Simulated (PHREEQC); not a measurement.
Consider water at 25 °C with 2.6 mmol/kgw PbCl2 and 0.12 mmol/kgw HF. It is in equilibrium with CO2 at log p = 0 (atm). Otherwise closed; pH follows from the charge balance.

Model: ion-association model, wateq4f.dat, run in PHREEQC.

```csv
quantity,before,after
pH,3.63,3.73
ionic strength (mol/kgw),0.00726,0.00789
F- (mol/kgw),8.92e-5,9.50e-5
HCO3- (mol/kgw),7.12e-5,8.98e-5
HF (mol/kgw),2.83e-5,2.38e-5
HF2- (mol/kgw),9.70e-9,8.70e-9
```

Task: What was changed between the two runs?
A) PbCl2 replaced by MnCl2 at the same molality
B) temperature from 25 to 85 °C
C) 2.8e-05 mol/kgw CsF added
D) PbCl2 replaced by KCl at the same molality
E) PbCl2 from 0.0026 to 0.013 mol/kgw

Result: A, PbCl2 replaced by MnCl2 at the same molality

Precipitation was switched off in this run. Some of these states are supersaturated (in Matlockite, for instance).
